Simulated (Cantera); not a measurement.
Hydrocarbon pyrolysis for carbon deposition

An isothermal, constant-pressure homogeneous reactor starts with 4.55 % CH4, 95.5 % H2, at 1823 K and 12.0 Pa.

Cantera simulation using GRI-Mech 3.0 (53 species, 325 reactions); the numbers are that mechanism's predictions, not measurements. GRI-Mech 3.0 stops at C3 and has no aromatics, soot or wall deposition, so with more carbon than oxygen in the feed, carbon stays in small species such as C2H2 where larger ones or solid carbon would form. Radical loss at walls, strong at low pressure, is not modelled.

```
t (s)        x CH4   x H2     x CH2    x C2H4    x C2H6
--------  --------  -----  --------  --------  --------
2.00e-6     0.0455  0.955    <1e-12    <1e-12    <1e-12
7.46e-6     0.0455  0.955    <1e-12    <1e-12    <1e-12
2.78e-5     0.0455  0.955    <1e-12    <1e-12    <1e-12
0.000104    0.0455  0.955    <1e-12    <1e-12    <1e-12
0.000386    0.0455  0.955    <1e-12    <1e-12    <1e-12
0.00144     0.0455  0.955    <1e-12    <1e-12    <1e-12
0.00537     0.0455  0.955  7.01e-12  6.22e-12  1.06e-12
0.0200      0.0454  0.955  1.58e-10  5.00e-10  6.70e-11
0.0746      0.0454  0.954   2.80e-9   2.94e-8   2.03e-9
0.278       0.0453  0.954   4.07e-8   1.42e-6   3.47e-8
1.04        0.0446  0.954   5.28e-7   4.19e-5   4.14e-7
3.86        0.0376  0.955   4.02e-6  0.000190   1.89e-6
14.4        0.0146  0.966   4.00e-6   4.69e-5   4.76e-7
53.7       0.00242  0.971   1.80e-6   2.61e-6   1.98e-8
200       0.000203  0.968   4.87e-7   2.68e-7  2.12e-10
```
x: mole fraction; the columns are a selection and need not sum to one.

Equilibrium at this temperature and pressure: CH4 7.78e-7, H2 0.940, CH2 3.03e-8, C2H4 4.77e-8, C2H6 <1e-12 (gas phase only).
